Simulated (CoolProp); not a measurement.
Vapour-liquid equilibrium of ethanol (1) + n-hexane (2) at 466.3 K; x and y are mole fractions of (1).

Model: multi-fluid Helmholtz-energy mixture model, Schroeder 2014 and Thol 2019; pair parameters Bell 2016, in CoolProp.

```json
[
 {"x": "0.05", "bubble pressure (bar)": "18.65", "y at the bubble point": "0.123", "dew pressure at overall composition x (bar)": "17.14", "liquid density (mol/L)": "5.288"},
 {"x": "0.2", "bubble pressure (bar)": "23.66", "y at the bubble point": "0.329", "dew pressure at overall composition x (bar)": "20.42", "liquid density (mol/L)": "5.552"},
 {"x": "0.35", "bubble pressure (bar)": "26.43", "y at the bubble point": "0.448", "dew pressure at overall composition x (bar)": "24.19", "liquid density (mol/L)": "5.985"},
 {"x": "0.5", "bubble pressure (bar)": "27.92", "y at the bubble point": "0.548", "dew pressure at overall composition x (bar)": "27.33", "liquid density (mol/L)": "6.737"},
 {"x": "0.65", "bubble pressure (bar)": "28.42", "y at the bubble point": "0.652", "dew pressure at overall composition x (bar)": "28.42", "liquid density (mol/L)": "7.906"},
 {"x": "0.8", "bubble pressure (bar)": "27.99", "y at the bubble point": "0.775", "dew pressure at overall composition x (bar)": "27.82", "liquid density (mol/L)": "9.502"},
 {"x": "0.95", "bubble pressure (bar)": "26.64", "y at the bubble point": "0.936", "dew pressure at overall composition x (bar)": "26.51", "liquid density (mol/L)": "11.57"}
]
```

y crosses x between x = 0.65 and 0.8: the model has an azeotrope there.

Pair parameters are fitted to limited data, so mixtures are less certain than the pure fluids.
